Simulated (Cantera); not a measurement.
Mixture: CH₄ : O₂ : N₂ = 1 : 1.11 : 4.18 (molar parts), at 11.8 atm, adiabatic and at constant volume. Ignition delay is the time to a rise of 400 K.

Computed with Cantera and GRI-Mech 3.0 (53 species, 325 reactions). The pressure lies above the range GRI-Mech 3.0 was tuned for (to about 10 atm).

Problem. What does this change do: pressure from 11.8 atm to 1.00 atm?

Solution. 
| quantity | before | after |
|---|---|---|
| delay at 1275 K | 2.03 ms | 20.8 ms |
| delay at 1350 K | 0.881 ms | 7.90 ms |
| delay at 1425 K | 0.401 ms | 3.20 ms |
| delay at 1500 K | 0.190 ms | 1.39 ms |
| delay at 1575 K | 93.7 µs | 0.656 ms |
| delay at 1650 K | 47.9 µs | 0.335 ms |
| delay at 1725 K | 25.6 µs | 0.186 ms |
| apparent activation energy between 1575 and 1725 K | 200 kJ/mol | 190 kJ/mol |
